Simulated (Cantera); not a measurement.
**Nb₂O₅ + H₂ + H₂O (hydrogen reduction and annealing atmospheres)**

Feed: 1 mol Nb₂O₅, 0.8 mol H₂, 0.16 mol H₂O, equilibrated at 1 atm.

These are equilibrium values from Cantera (NASA tables, ideal gas, pure condensed phases), not measurements of a reactor. Candidate condensed phases: H₂O, Nb, NbO, NbO₂, Nb₂O₅; 12 gas species. Mutual solubility and eutectic melting of coexisting phases are not modelled. Condensed phases not in the tables: the oxides between NbO₂ and Nb₂O₅. Equilibrium is a limit: real reactors are often held back by kinetics, nucleation or transport.

From 1075 K to 1675 K the condensed part is Nb₂O₅(s). At 1775 K the condensed part is NbO₂(s) + Nb₂O₅(s). At 1875 K the condensed part is NbO₂(s) + Nb₂O₅(l).

| T (K) | x H₂ | x H₂O | x H | x OH | x NbO₂ | x O | n Nb₂O₅(s) | n NbO₂(s) | n Nb₂O₅(l) |
|---|---|---|---|---|---|---|---|---|---|
| 1075 | 0.833 | 0.167 | 1.33e-8 | 1.01e-11 | <1e-12 | <1e-12 | 1.00 | 0 | 0 |
| 1175 | 0.833 | 0.167 | 1.11e-7 | 1.55e-10 | <1e-12 | <1e-12 | 1.00 | 0 | 0 |
| 1275 | 0.833 | 0.167 | 6.69e-7 | 1.56e-9 | <1e-12 | <1e-12 | 1.00 | 0 | 0 |
| 1375 | 0.833 | 0.167 | 3.11e-6 | 1.12e-8 | <1e-12 | <1e-12 | 1.00 | 0 | 0 |
| 1475 | 0.833 | 0.167 | 1.18e-5 | 6.16e-8 | 1.85e-11 | <1e-12 | 1.00 | 0 | 0 |
| 1575 | 0.833 | 0.167 | 3.77e-5 | 2.74e-7 | 4.08e-10 | 1.04e-11 | 1.00 | 0 | 0 |
| 1675 | 0.833 | 0.167 | 0.000105 | 1.02e-6 | 6.15e-9 | 1.04e-10 | 1.00 | 0 | 0 |
| 1775 | 0.809 | 0.191 | 0.000259 | 3.80e-6 | 6.22e-8 | 9.49e-10 | 0.977 | 0.0467 | 0 |
| 1875 | 0.820 | 0.179 | 0.000590 | 1.00e-5 | 4.59e-7 | 5.46e-9 | 0 | 0.0237 | 0.988 |
x: gas mole fraction; n: condensed amount in mol.
